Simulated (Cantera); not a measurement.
A closed system holds: 1 mol SiH2Cl2, 0.22 mol NH3, equilibrated at 925 K.

Method: chemical equilibrium by Gibbs-energy minimisation in Cantera with the NASA 1993 tables (ideal gas, pure condensed phases). Candidate condensed phases: NH4Cl, Si, Si3N4; 28 gas species. The tables' values for SiCl3 are old estimates; treat these amounts as uncertain. Kinetics and transport are ignored.

At 750 Torr, list the 5 most abundant gas species with their mole fractions, and the condensed phases.

H2 0.693, SiCl4 0.210, SiHCl3 0.0869, HCl 0.00609, SiH2Cl2 0.00353. Condensed: Si(s) + Si3N4(s).
